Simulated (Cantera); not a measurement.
Charge: 1 mol Si, 2.9 mol Cl₂, 54 mol H₂, at 75.0 Torr.

Equilibrium computed with Cantera from the NASA thermochemical tables; the gas is ideal and each condensed phase is pure. Candidate condensed phases: Si; 19 gas species. Equilibrium is a limit: real reactors are often held back by kinetics, nucleation or transport.

Question: Which condensed phases are stable at each of these points (T (K)): 650, 750, 850, 950, 1050, 1150, 1250, 1350, 1450?

Answer: 
```json
[
 {"T (K)": "650", "condensed phases": "gas only", "Si condensed (%)": "0.0"},
 {"T (K)": "750", "condensed phases": "gas only", "Si condensed (%)": "0.0"},
 {"T (K)": "850", "condensed phases": "gas only", "Si condensed (%)": "0.0"},
 {"T (K)": "950", "condensed phases": "gas only", "Si condensed (%)": "0.0"},
 {"T (K)": "1050", "condensed phases": "gas only", "Si condensed (%)": "0.0"},
 {"T (K)": "1150", "condensed phases": "gas only", "Si condensed (%)": "0.0"},
 {"T (K)": "1250", "condensed phases": "gas only", "Si condensed (%)": "0.0"},
 {"T (K)": "1350", "condensed phases": "Si(s)", "Si condensed (%)": "5.2"},
 {"T (K)": "1450", "condensed phases": "Si(s)", "Si condensed (%)": "4.8"}
]
```

From 650 K to 1250 K nothing is condensed. From 1350 K to 1450 K the condensed part is Si(s).
